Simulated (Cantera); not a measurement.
Input: 1 mol N₂O, 0.076 mol H₂O, 0.12 mol H₂, at 1950 K.

Equilibrium computed with Cantera from the NASA thermochemical tables; the gas is ideal and each condensed phase is pure. Candidate condensed phases: H₂O; 24 gas species. The ideal-gas law is rough above about 30 bar. Kinetics and transport are ignored.

log p: log10 of the partial pressure in bar; nothing condenses.

```csv
P (Pa),log p N₂,log p O₂,log p H₂O,log p O,log p OH
10,-4.23,-4.61,-5.00,-5.65,-5.78
84,-3.30,-3.66,-4.03,-5.18,-5.06
710,-2.37,-2.73,-3.09,-4.71,-4.35
6000,-1.44,-1.80,-2.15,-4.25,-3.65
50000,-0.52,-0.88,-1.23,-3.78,-2.96
420000,(withheld),(withheld),(withheld),(withheld),(withheld)
3600000,(withheld),(withheld),(withheld),(withheld),(withheld)
30000000,2.26,1.90,1.55,-2.40,-0.88
```

Problem. Some entries are withheld; supply them.

Solution. 
- 3600000, log p N₂: 1.34
- 3600000, log p O₂: 0.98
- 3600000, log p H₂O: 0.63
- 3600000, log p O: -2.86
- 3600000, log p OH: -1.57
- 420000, log p N₂: 0.41
- 420000, log p O₂: 0.05
- 420000, log p H₂O: -0.30
- 420000, log p O: -3.32
- 420000, log p OH: -2.27
